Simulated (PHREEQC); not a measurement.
Make-up at 25 °C: 38 mmol/kgw Cu(BF4)2 and 17 mmol/kgw H3BO3. Closed to the air; pH follows from the charge balance.

Equilibrium calculation in PHREEQC: ion-association model, wateq4f.dat.

```tsv
quantity	before	after
pH	2.59	2.75
H3BO3 (mol/kgw)	0.0155	0.00829
H2BO3- (mol/kgw)	4.89e-9	3.42e-9
```

What was changed between the two runs?
(A) temperature from 25 to 45 °C
(B) H3BO3 from 0.017 to 0.034 mol/kgw
(C) 0.073 mol/kgw Na2SO4 added
(D) diluted 2-fold with water
(E) Cu(BF4)2 left out

D, diluted 2-fold with water

This is a speciation only: nothing precipitates in the calculation. Real BF4- forms and hydrolyses slowly; the run takes it at equilibrium.
